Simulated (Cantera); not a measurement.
An isothermal, constant-pressure homogeneous reactor starts with 25.6 % C3H8, 74.4 % H2, at 1698 K and 13300 Pa.

Model: GRI-Mech 3.0 (53 species, 325 reactions), integrated in Cantera. GRI-Mech 3.0 was tuned for natural gas; its chemistry of propane as a main component is partial and can be far from experiment. GRI-Mech 3.0 stops at C3 and has no aromatics, soot or wall deposition, so with more carbon than oxygen in the feed, carbon stays in small species such as C2H2 where larger ones or solid carbon would form.

x: mole fraction; the columns are a selection and need not sum to one.

```csv
t (s),x C3H8,x H2,x C2H6,x C2H4,x CH3
2.00e-5,0.105,0.661,[?],0.0992,0.0387
6.55e-5,0.00345,0.614,[?],0.148,0.0156
0.000215,1.24e-5,0.632,[?],0.104,0.00375
0.000703,1.73e-7,0.647,[?],0.0659,0.00141
0.00230,4.34e-8,0.661,6.82e-5,0.0291,0.000936
0.00754,3.91e-8,0.675,7.29e-5,0.00372,0.00102
0.0247,2.56e-8,0.693,[?],0.00177,0.000897
0.0809,8.00e-9,0.725,[?],0.00134,0.000612
0.265,9.15e-10,0.757,[?],0.00111,0.000289
0.869,9.10e-11,0.774,[?],0.00109,0.000105
2.85,3.31e-11,0.778,[?],0.00109,5.35e-5
9.32,3.05e-11,0.778,2.59e-7,0.00109,5.01e-5
30.5,3.05e-11,0.778,2.59e-7,0.00109,5.01e-5
100,3.05e-11,0.778,2.59e-7,0.00109,5.01e-5
```

**Question.** Complete the blanks.

**Answer.** 
- 2.00e-5, x C2H6: 0.00914
- 6.55e-5, x C2H6: 0.00698
- 0.000215, x C2H6: 0.00108
- 0.000703, x C2H6: 0.000170
- 0.0247, x C2H6: 5.48e-5
- 0.0809, x C2H6: 2.46e-5
- 0.265, x C2H6: 5.25e-6
- 0.869, x C2H6: 7.65e-7
- 2.85, x C2H6: 2.80e-7
